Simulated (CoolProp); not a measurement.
Carbonyl sulfide along the isobar 5.75 MPa: density (kg/m³) from the reference equation and from simpler models built on Tc = 105.6 °C, pc = 6.369 MPa, ω = 0.098; each cubic takes its own stable root.

Computed with CoolProp (reference Helmholtz-energy equation of state, Lemmon 2006). It is a short technical equation, of lower accuracy than the large ones.

```tsv
T (°C)	phase	reference
-12.75	liquid	1102
2.55	liquid	1066
17.75	liquid	1027
33.05	liquid	985.2
48.25	liquid	938.4
63.45	liquid	884.1
78.75	liquid	816.2
93.95	liquid	714.3
109.25	gas	189.7
124.45	gas	157.8
139.75	gas	139.9
154.95	gas	127.6
170.15	gas	118.1
185.45	gas	110.5
200.65	gas	104.1
```

Problem. How far does each simpler model (van der Waals, Redlich-Kwong, Soave-Redlich-Kwong) lie from the reference over these 15 states: mean and median of the absolute difference, and the worst?

Solution. 
- van der Waals: mean 19.5 %, median 34.4 %, worst -36.6 % at 93.95 °C and 5.75 MPa
- Redlich-Kwong: mean 5.7 %, median 6.0 %, worst -18.1 % at 93.95 °C and 5.75 MPa
- Soave-Redlich-Kwong: mean 5.2 %, median 5.3 %, worst -16.8 % at 93.95 °C and 5.75 MPa
